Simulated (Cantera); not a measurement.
Input: 1 mol Si, 0.37 mol HCl, at 21000 Pa.

Equilibrium computed with Cantera from the NASA thermochemical tables; the gas is ideal and each condensed phase is pure. Candidate condensed phases: Si; 19 gas species. The tables' values for SiCl3 are old estimates; treat these amounts as uncertain. The numbers say what is thermodynamically allowed, not how fast it happens. All values below are at 975 K.

Base state: H2 0.632, SiCl4 0.280, SiHCl3 0.0684, HCl 0.0148, SiCl3 0.00235, SiH2Cl2 0.00175, SiCl2 0.000558, SiH3Cl 1.13e-5 (mole fractions); condensed: Si(s).

**Question.** What changes in the equilibrium state with this change: pressure from 21000 Pa to 56000 Pa?

**Answer.** 
```
species       before     after
----------  --------  --------
H2             0.632     0.628
SiCl4          0.280     0.270
SiHCl3        0.0684    0.0849
HCl           0.0148    0.0114
SiH3Cl       1.13e-5   2.32e-5
SiCl2       0.000558  0.000336
SiH2Cl2      0.00175   0.00279
SiCl3        0.00235   0.00179
Si(s), mol     0.903     0.902
```
